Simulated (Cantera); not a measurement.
Cantera run, input and output.

```python
import numpy as np
import cantera as ct

gas = ct.Solution("gri30.yaml")
gas.TPX = 1450, 190000, {'CH4': 1, 'C2H6': 0.14, 'C3H8': 0.13, 'O2': 1.5, 'N2': 5.62}
reactor = ct.IdealGasReactor(gas, energy="on", clone=False)
net = ct.ReactorNet([reactor])
net.rtol, net.atol = 1e-08, 1e-16
show = ['CH4', 'C2H6', 'C3H8', 'C2H4', 'C2H2']
times = np.geomspace(2e-06, 0.8, 11)

steps = ct.SolutionArray(gas, extra=["t"])
rows = []
print(f"{'t/s':>10s}{'T/K':>9s}{'P/Pa':>11s}" + "".join(f"{s:>11s}" for s in show))
for t in times:
    while net.time < t:
        t_next = net.step()
        steps.append(gas.state, t=t_next)
    rows.append([np.interp(t, steps.t, y) for y in (steps.T, steps.P, *steps(*show).X.T)])
    print(f"{t:10.3e}{rows[-1][0]:9.1f}{rows[-1][1]:11.4g}" + "".join(f"{x:11.3e}" for x in rows[-1][2:]))
rate = np.gradient(steps.T, steps.t)
print("integrator steps:", len(steps.t))
if steps.T.max() > steps.T[0] + 200:
    print(f"time of steepest temperature rise: {steps.t[rate.argmax()]:.4e} s")
gas.TPX = 1450, 190000, {'CH4': 1, 'C2H6': 0.14, 'C3H8': 0.13, 'O2': 1.5, 'N2': 5.62}
gas.equilibrate("UV")
print(f"equilibrium (UV): T = {gas.T:.1f} K  " + "  ".join(f"{s} {gas[s].X[0]:.3e}" for s in show))
```

It prints:

```
       t/s      T/K       P/Pa        CH4       C2H6       C3H8       C2H4       C2H2
 2.000e-06   1449.4  1.899e+05  1.192e-01  1.667e-02  1.544e-02  4.068e-05  3.547e-10
 7.265e-06   1448.0  1.898e+05  1.191e-01  1.658e-02  1.526e-02  2.683e-04  1.930e-08
 2.639e-05   1448.3  1.902e+05  1.181e-01  1.616e-02  1.423e-02  1.936e-03  1.293e-06
 9.586e-05   1489.7   1.98e+05  1.103e-01  1.323e-02  8.580e-03  1.180e-02  7.237e-05
 3.482e-04   2737.7  4.409e+05  1.608e-10  6.894e-21  6.680e-31  1.925e-16  7.825e-13
 1.265e-03   2738.9  4.411e+05  1.559e-10  6.522e-21  6.173e-31  1.857e-16  7.581e-13
 4.595e-03   2739.1  4.411e+05  1.554e-10  6.480e-21  6.117e-31  1.849e-16  7.554e-13
 1.669e-02   2739.1  4.411e+05  1.554e-10  6.480e-21  6.117e-31  1.849e-16  7.554e-13
 6.063e-02   2739.1  4.411e+05  1.554e-10  6.480e-21  6.117e-31  1.849e-16  7.554e-13
 2.202e-01   2739.1  4.411e+05  1.554e-10  6.480e-21  6.117e-31  1.849e-16  7.554e-13
 8.000e-01   2739.1  4.411e+05  1.554e-10  6.480e-21  6.117e-31  1.849e-16  7.554e-13
integrator steps: 1665
time of steepest temperature rise: 1.4833e-04 s
equilibrium (UV): T = 2739.1 K  CH4 1.741e-10  C2H6 7.941e-21  C3H8 8.132e-31  C2H4 2.028e-16  C2H2 8.282e-13
```

Cantera simulation using GRI-Mech 3.0 (53 species, 325 reactions); the numbers are that mechanism's predictions, not measurements.
